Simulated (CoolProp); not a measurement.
Vapour pressure (MPa) of dimethyl carbonate: the reference equation beside estimates from Tc = 557.0 K, pc = 4.909 MPa, ω = 0.346. Clausius-Clapeyron is anchored at 416.8 K with a constant enthalpy of vaporisation of 30.20 kJ/mol.

Values from CoolProp's reference Helmholtz-energy equation of state, Zhou 2011.

```csv
T (K),reference,Clausius-Clapeyron,Soave-Redlich-Kwong,Peng-Robinson
373.2,0.1377,0.1564,0.1363,0.1370
387.7,0.2084,0.2251,(withheld),0.2079
402.2,0.3046,0.3156,(withheld),0.3049
416.8,0.4330,0.4330,0.4388,(withheld)
431.3,0.5979,(withheld),0.6097,0.6030
445.8,(withheld),0.7632,0.8272,0.8167
460.4,1.069,0.9882,1.101,1.086
474.9,1.388,1.257,1.435,1.415
489.4,1.776,1.577,1.839,1.815
```

**Question.** What belongs in the gaps?

**Answer.** 
- 387.7, Soave-Redlich-Kwong: 0.2081
- 402.2, Soave-Redlich-Kwong: 0.3065
- 416.8, Peng-Robinson: 0.4350
- 431.3, Clausius-Clapeyron: 0.5803
- 445.8, reference: 0.8067

Absolute difference from the reference over all 9 rows, mean and median: Clausius-Clapeyron 6.9 and 7.6 %, Soave-Redlich-Kwong 2.0 and 2.0 %, Peng-Robinson 1.0 and 0.9 %.
